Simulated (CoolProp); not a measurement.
Vapour-liquid equilibrium of CHF3 (R23) (1) + R227EA (2) at -13.35 °C; x and y are mole fractions of (1).

The numbers come from the multi-fluid Helmholtz-energy mixture model, Penoncello 2003 and Lemmon 2016; pair parameters Bell 2016 in CoolProp.

Give the bubble pressure and the first vapour's composition at x = 0.05, 0.35, 0.65. Is there an azeotrope?

x = 0.05: 0.1862 MPa, y = 0.394; x = 0.35: 0.6602 MPa, y = 0.859; x = 0.65: 1.117 MPa, y = 0.941. No azeotrope shows between x = 0.05 and 0.95.

Pair parameters are fitted to limited data, so mixtures are less certain than the pure fluids.
